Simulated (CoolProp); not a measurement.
Vapour-liquid equilibrium of benzene (1) + toluene (2) at 16.4 bar; x and y are mole fractions of (1).

The numbers come from the multi-fluid Helmholtz-energy mixture model, Thol 2012 and Lemmon 2006; pair parameters Bell 2016 in CoolProp.

| x | bubble temperature (°C) | y at the bubble point | dew temperature at overall composition x (°C) | liquid density (mol/L) |
|---|---|---|---|---|
| 0.05 | 246.4 | 0.071 | 247.1 | 6.617 |
| 0.2 | 239.5 | 0.270 | 242.0 | 6.861 |
| 0.35 | 233.0 | 0.448 | 236.7 | 7.109 |
| 0.5 | 226.8 | 0.604 | 231.0 | 7.362 |
| 0.65 | 220.9 | 0.742 | 224.8 | 7.619 |
| 0.8 | 215.3 | 0.862 | 218.2 | 7.883 |
| 0.95 | 210.0 | 0.968 | 210.9 | 8.152 |

No azeotrope shows between x = 0.05 and 0.95.

Pair parameters are fitted to limited data, so mixtures are less certain than the pure fluids.
